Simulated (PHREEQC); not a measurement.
Dissolve 0.038 mol CuSO4, 0.0001 mol HNO3 and 9.2e-05 mol KCl per kg of water at 25 °C. Closed to the air; pH follows from the charge balance.

The numbers come from PHREEQC with the ion-association model, phreeqc.dat.

The pH comes out as 4.31 and the ionic strength comes out as 0.0890 mol/kgw. The specific conductance comes out as 4280 µS/cm, the density comes out as 1.003 g/cm³ and the total alkalinity is -0.100 meq/kg.

| species | molality | activity | log γ |
|---|---|---|---|
| Cu+2 | 0.0222 | 0.00919 | -0.383 |
| SO4-2 | 0.0222 | 0.00858 | -0.412 |
| CuSO4 | 0.0158 | 0.0161 | 0.009 |
| NO3- | 0.000100 | 7.63e-5 | -0.118 |
| Cl- | 8.98e-5 | 6.96e-5 | -0.111 |
| K+ | 8.69e-5 | 6.72e-5 | -0.112 |
| H+ | 5.89e-5 | 4.89e-5 | -0.081 |

Precipitation was switched off in this run.
